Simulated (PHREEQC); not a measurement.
Solution (93 °C): 0.048 mol NaHS and 0.006 mol H3BO3 per kg of water. Closed to the air; pH follows from the charge balance.

All values are PHREEQC results (ion-association model, phreeqc.dat), not measurements.

| quantity | before | after |
|---|---|---|
| pH | 8.02 | 8.00 |
| H2S (mol/kgw) | 0.00115 | 0.000141 |

**Question.** Which change was made?
(A) NaHS from 0.048 to 0.072 mol/kgw
(B) diluted 10-fold with water
(C) H3BO3 left out
(D) NaHS from 0.048 to 0.0096 mol/kgw
(E) H3BO3 replaced by NH4BF4 at the same molality

**Answer.** B, diluted 10-fold with water

No solid was allowed to form. At this temperature some constants are extrapolated from 25 °C, and those without enthalpy data are left unchanged.
